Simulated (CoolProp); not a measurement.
Computed with CoolProp (reference Helmholtz-energy equation of state, Colonna 2008). It is a short technical equation, of lower accuracy than the large ones.

Question: For dodecamethylcyclohexasiloxane (D6), give the phase and the cv (kJ/(kg K)), speed of sound (m/s), isothermal compressibility (1/MPa), expansivity (1/kK) at 346.85 °C and 104 kPa.

Answer: 
- 346.85 °C and 104 kPa: gas; cv 1.94, speed of sound 102, isothermal compressibility 10.2, expansivity 1.93
